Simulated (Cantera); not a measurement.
Charge: 1 mol Ti(NMe2)4, 4.7 mol H2O, 60 mol H2, equilibrated at 2148 K and 440 Pa.

Method: chemical equilibrium by Gibbs-energy minimisation in Cantera with the NASA 1993 tables (ideal gas, pure condensed phases). Candidate condensed phases: C, C6H6, C7H8, C8H18, H2O, Ti, TiC, TiN, TiO, TiO2, Ti2O3, Ti3O5, Ti4O7; 139 gas species. The feed counts by its element totals alone. TiC: taken at fixed stoichiometry. The numbers say what is thermodynamically allowed, not how fast it happens.

Base state: H2 0.860, H 0.0583, CO 0.0547, N2 0.0214, HCN 0.00344, C2H2 (acetylene) 0.00165, HNC 0.000251 (mole fractions); condensed: C(graphite) + TiC(s).

Q: What changes in the equilibrium state with this change: pressure from 440 Pa to 100000 Pa?

A: 
| species | before | after |
|---|---|---|
| H2 | 0.860 | 0.912 |
| CO | 0.0547 | 0.0563 |
| N2 | 0.0214 | 0.0220 |
| H | 0.0583 | 0.00398 |
| CH4 | 9.60e-7 | 0.000245 |
| CH3 | 1.26e-6 | 2.07e-5 |
| C2H2 (acetylene) | 0.00165 | 0.00175 |
| HNC | 0.000251 | 0.000262 |
| HCN | 0.00344 | 0.00359 |
| C(graphite), mol | 1.70 | 1.66 |
| TiC(s), mol | 1.000 | 1.000 |
